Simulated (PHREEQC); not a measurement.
A solution holds 1.7 mmol/kgw PbCl2 and 0.055 mmol/kgw NaNO3, at 25 °C. Closed to the air; pH follows from the charge balance.

Computed with PHREEQC (ion-association model, phreeqc.dat).

| quantity | before | after |
|---|---|---|
| pH | 5.31 | 7.00 |
| ionic strength (mol/kgw) | 0.00485 | 5.51e-5 |

Question: What was changed between the two runs?
A. PbCl2 from 0.0017 to 0.00017 mol/kgw
B. PbCl2 left out
C. NaNO3 left out
D. NaNO3 from 5.5e-05 to 8.25e-05 mol/kgw
E. temperature from 25 to 45 °C

Answer: B, PbCl2 left out

Precipitation was switched off in this run.
